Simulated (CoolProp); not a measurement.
Model: reference Helmholtz-energy equation of state, Lemmon 2013, in CoolProp.

Question: Give the vapour pressure (bar), liquid density (kg/m³), vapour density (kg/m³), liquid conductivity (mW/(m K)) of saturated propylene at 208.5 K.

Answer: 
| T (K) | p (bar) | liquid density (kg/m³) | vapour density (kg/m³) | liquid conductivity (mW/(m K)) |
|---|---|---|---|---|
| 208.5 | 0.434 | 631 | 1.08 | 153 |

Thermal conductivity comes from a separate model (Huber 2003), an estimate that may be off by 10 % or more.
